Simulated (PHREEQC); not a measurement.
Sulfide liquor: speciation

Make-up at 2.8 °C: 0.12 mol/kgw Na2S. Closed to the air; pH follows from the charge balance.

All values are PHREEQC results (ion-association model, wateq4f.dat), not measurements.

No solid was allowed to form.

Q: What pH, ionic strength, activity of water does the model give?

A: pH 13.36; ionic strength 0.309 mol/kgw; activity of water 0.993.

Species that the database lacks are ignored. With this much S-2 the pH rests on the database's HS-/S-2 constant; if that pK is higher, the solution is more alkaline. Constants without temperature data keep their 25 °C values here. The database's pK near 12.9 for HS-/S-2 is now thought far too low, so its S-2 is overstated. The polysulfide entries of wateq4f.dat were taken out for this run.
